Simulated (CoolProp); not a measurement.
A simple Rankine cycle with ethylbenzene: condensing at 323.15 K, boiler at 2.13 MPa, turbine inlet 577 K, turbine efficiency 0.8, pump efficiency 0.6, no recuperator. Each further row changes one setting.

Computed with CoolProp (reference Helmholtz-energy equation of state, Zhou 2012).

| case | thermal efficiency (%) | net work (kJ/kg) | heat in (kJ/kg) | turbine exit temperature (K) | volume ratio over the turbine |
|---|---|---|---|---|---|
| as stated | 22.6 | 173 | 768 | 457.8 | 566 |
| turbine inlet 597 K | 22.4 | 184 | 823 | 481.6 | 520 |
| condensing temperature 315.15 K | 23.5 | 184 | 783 | 452.0 | 825 |
| boiler pressure 1.49 MPa | 21.7 | 172 | 795 | 472.9 | 333 |
| turbine efficiency 0.7 | 19.7 | 151 | 768 | 470.0 | 581 |
